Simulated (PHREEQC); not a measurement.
**Acid mine or pickling water: an equilibrium model**

A made-up water analysis in mg/L, 25 °C, pH 2.94, pe 9.5:

```
constituent   mg/L
-----------  -----
Na             134
K             72.8
Ca             152
Mg              68
Cl            24.9
S(6) as SO4    908
Fe(3)         8.94
N(5) as NO3   29.8
Cd           0.989
Cu(2)          1.7
```

Na is adjusted to close the charge balance.
Valence states are taken as typed.

Equilibrium calculation in PHREEQC: ion-association model, phreeqc.dat.

Precipitation was switched off in this run.

Q: What ionic strength does the model give?

A: ionic strength 0.0270 mol/kgw.

Q: In which forms is Na present?

A: Na+ 98 %, NaSO4- 1.8 % of the Na.

Examples of supersaturated solids here: Jarosite-K, Hematite (slow to form). Others may be too.
